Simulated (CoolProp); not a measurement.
Oxygen at 298.15 K and 0.671 MPa flows at 0.53 m/s in a round tube of 2 mm bore and 1.5 µm roughness, fully developed (64/Re and Nu = 3.66 if laminar; Colebrook and Gnielinski if turbulent). Each further row changes one setting.

Model: reference Helmholtz-energy equation of state, Schmidt 1985, in CoolProp.

| case | Reynolds number | Darcy friction factor | pressure drop (Pa/m) | heat-transfer coefficient (W/(m² K)) | mass flow (kg/h) |
|---|---|---|---|---|---|
| as stated | 446 | 0.143 | 87.7 | 48.7 | 0.0521 |
| velocity 1.06 m/s | 892 | 0.0717 | 175 | 48.7 | 0.104 |
| diameter 4 mm | 892 | 0.0717 | 21.9 | 24.3 | 0.209 |

Viscosity comes from a separate model (Lemmon 2004). Thermal conductivity comes from a separate model (Lemmon 2004).
